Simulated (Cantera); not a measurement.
Input: 1 mol SiO2, 21 mol H2, held at 750 Torr.

Method: chemical equilibrium by Gibbs-energy minimisation in Cantera with the NASA 1993 tables (ideal gas, pure condensed phases). Candidate condensed phases: H2O, Si, SiO2; 18 gas species. The tables hold silica as quartz up to 1696 K and as liquid above; real silica turns to tridymite and cristobalite and melts near 1996 K. Kinetics and transport are ignored.

**Question.** Which condensed phases are stable at each of these points (T (°C)): 825, 925, 1025, 1125, 1225, 1325, 1425, 1525, 1625, 1725?

**Answer.** 
| T (°C) | condensed phases | Si condensed (%) |
|---|---|---|
| 825 | SiO2(β-quartz) | 100.0 |
| 925 | SiO2(β-quartz) | 100.0 |
| 1025 | SiO2(β-quartz) | 100.0 |
| 1125 | SiO2(β-quartz) | 100.0 |
| 1225 | SiO2(β-quartz) | 99.9 |
| 1325 | SiO2(β-quartz) | 99.7 |
| 1425 | SiO2(condensed) | 98.9 |
| 1525 | SiO2(condensed) | 96.9 |
| 1625 | SiO2(condensed) | 92.3 |
| 1725 | SiO2(l) | 82.5 |

From 825 °C to 1325 °C the condensed part is SiO2(β-quartz). From 1425 °C to 1625 °C the condensed part is SiO2(condensed). At 1725 °C the condensed part is SiO2(l).
